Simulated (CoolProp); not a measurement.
Vapour-liquid equilibrium of CH2F2 (R32) (1) + R152A (2) at 15.1 bar; x and y are mole fractions of (1).

Model: multi-fluid Helmholtz-energy mixture model, Tillner-Roth 1997 and Outcalt 1996; pair parameters Bell 2016, in CoolProp.

```json
[
 {"x": "0.05", "bubble temperature, mixture model (°C)": "57.4", "bubble temperature, Raoult's law (°C)": "57.0", "y, mixture model": "?", "y, Raoult's law": "0.122"},
 {"x": "0.2", "bubble temperature, mixture model (°C)": "49.5", "bubble temperature, Raoult's law (°C)": "48.4", "y, mixture model": "?", "y, Raoult's law": "0.401"},
 {"x": "0.35", "bubble temperature, mixture model (°C)": "42.6", "bubble temperature, Raoult's law (°C)": "41.4", "y, mixture model": "?", "y, Raoult's law": "0.594"},
 {"x": "0.5", "bubble temperature, mixture model (°C)": "36.6", "bubble temperature, Raoult's law (°C)": "35.5", "y, mixture model": "0.676", "y, Raoult's law": "0.734"},
 {"x": "0.65", "bubble temperature, mixture model (°C)": "31.2", "bubble temperature, Raoult's law (°C)": "30.4", "y, mixture model": "?", "y, Raoult's law": "0.838"},
 {"x": "0.8", "bubble temperature, mixture model (°C)": "?", "bubble temperature, Raoult's law (°C)": "26.0", "y, mixture model": "?", "y, Raoult's law": "0.919"},
 {"x": "0.95", "bubble temperature, mixture model (°C)": "22.2", "bubble temperature, Raoult's law (°C)": "22.1", "y, mixture model": "0.976", "y, Raoult's law": "0.982"}
]
```

Q: Complete the blanks.

A: 
- 0.05, y, mixture model: 0.094
- 0.2, y, mixture model: 0.336
- 0.35, y, mixture model: 0.526
- 0.65, y, mixture model: 0.796
- 0.8, bubble temperature, mixture model (°C): 26.5
- 0.8, y, mixture model: 0.895

The largest gap from Raoult's law is +1.2 K in bubble temperature, at x = 0.35. No azeotrope shows between x = 0.05 and 0.95.

Pair parameters are fitted to limited data, so mixtures are less certain than the pure fluids.
